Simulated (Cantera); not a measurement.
## Premixed flame

A freely propagating, adiabatic, planar premixed flame of CO : H2 : CH4 : O2 : N2 : CO2 = 1 : 1.5 : 0.13 : 1.72 : 6.45 : 1 (molar parts), unburnt at 623 K and 0.380 bar; multicomponent transport, grid criteria slope 0.08 and curve 0.16, no radiation.

Cantera simulation using GRI-Mech 3.0 (53 species, 325 reactions); the numbers are that mechanism's predictions, not measurements. Burning velocities carry a grid error of a few per cent, more on coarse grids.

| z (mm) | T (K) | u (m/s) | x CO | x H2 | x CH4 | x HO2 | x CH2CO | x C2H |
|---|---|---|---|---|---|---|---|---|
| -4.32 | 623 | 3.23 | 0.0847 | 0.127 | 0.0110 | <1e-8 | <1e-8 | <1e-8 |
| -2.88 | 623 | 3.23 | 0.0847 | 0.127 | 0.0110 | <1e-8 | <1e-8 | <1e-8 |
| -2.16 | 623 | 3.23 | 0.0848 | 0.127 | 0.0110 | 6.93e-8 | <1e-8 | <1e-8 |
| -1.44 | 623 | 3.23 | 0.0848 | 0.127 | 0.0110 | 6.10e-6 | <1e-8 | <1e-8 |
| -0.719 | 651 | 3.34 | 0.0851 | 0.119 | 0.0110 | 0.000116 | 2.09e-8 | <1e-8 |
| -0.360 | 812 | 4.12 | 0.0845 | 0.0967 | 0.0103 | 7.68e-5 | 5.08e-8 | <1e-8 |
| 0 | 1176 | 5.89 | 0.0829 | 0.0525 | 0.00356 | 4.00e-5 | 1.66e-7 | <1e-8 |
| 0.360 | 1406 | 6.99 | 0.0720 | 0.0203 | 8.18e-5 | 1.76e-5 | <1e-8 | <1e-8 |
| 0.719 | 1511 | 7.47 | 0.0615 | 0.0139 | 7.91e-7 | 1.26e-5 | <1e-8 | <1e-8 |
| 1.44 | 1633 | 7.99 | 0.0520 | 0.0129 | <1e-8 | 9.24e-6 | <1e-8 | <1e-8 |
| 2.88 | 1758 | 8.53 | 0.0472 | 0.0116 | <1e-8 | 6.77e-6 | <1e-8 | <1e-8 |
| 5.76 | 1879 | 9.04 | 0.0426 | 0.00937 | <1e-8 | 4.66e-6 | <1e-8 | <1e-8 |
| 11.5 | 1989 | 9.49 | 0.0361 | 0.00714 | <1e-8 | 3.00e-6 | <1e-8 | <1e-8 |
x: mole fraction of selected species; z is measured from the peak of heat release.

- laminar burning velocity = 323 cm/s
- thermal thickness = 1.44 mm
- peak x(HO2) = 0.000116
- peak x(CH2CO) = 1.68e-7
- peak x(C2H) = <1e-8
- grid points = 162
